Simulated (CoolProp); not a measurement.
Normal hydrogen along the isotherm 55.6 K: fugacity coefficient from the reference equation and from simpler models built on Tc = 33.1 K, pc = 12.96 bar, ω = -0.219; each cubic takes its own stable root.

The numbers come from the reference Helmholtz-energy equation of state, Leachman 2009 in CoolProp.

```tsv
p (bar)	phase	reference	van der Waals	Redlich-Kwong	Soave-Redlich-Kwong	Peng-Robinson
8.1	gas	(withheld)	0.9540	(withheld)	0.9463	0.9322
16.2	supercritical	0.9122	0.9106	0.9251	0.8968	0.8710
24.3	supercritical	0.8724	0.8705	0.8933	0.8517	0.8166
32.4	supercritical	0.8360	0.8344	0.8656	0.8117	0.7690
40.5	supercritical	0.8036	0.8035	0.8420	0.7770	0.7283
48.6	supercritical	0.7756	0.7784	0.8226	(withheld)	0.6943
56.7	supercritical	0.7519	0.7593	0.8070	0.7241	(withheld)
64.8	supercritical	0.7326	0.7457	0.7951	0.7051	0.6436
72.9	supercritical	0.7171	0.7370	0.7864	0.6903	0.6253
81	supercritical	0.7053	0.7324	0.7805	0.6790	0.6107
89.1	supercritical	0.6965	0.7314	0.7772	0.6708	0.5992
97.2	supercritical	0.6904	0.7335	0.7761	(withheld)	0.5903
105	supercritical	0.6867	0.7381	0.7769	0.6619	0.5838
113	supercritical	0.6849	0.7452	0.7794	0.6604	0.5789
122	supercritical	0.6850	0.7556	0.7841	0.6607	0.5752
130	supercritical	0.6868	0.7670	0.7899	0.6625	0.5734
```

**Question.** Complete the blanks.

**Answer.** 
- 8.1, reference: 0.9550
- 8.1, Redlich-Kwong: 0.9607
- 48.6, Soave-Redlich-Kwong: 0.7479
- 56.7, Peng-Robinson: 0.6663
- 97.2, Soave-Redlich-Kwong: 0.6652
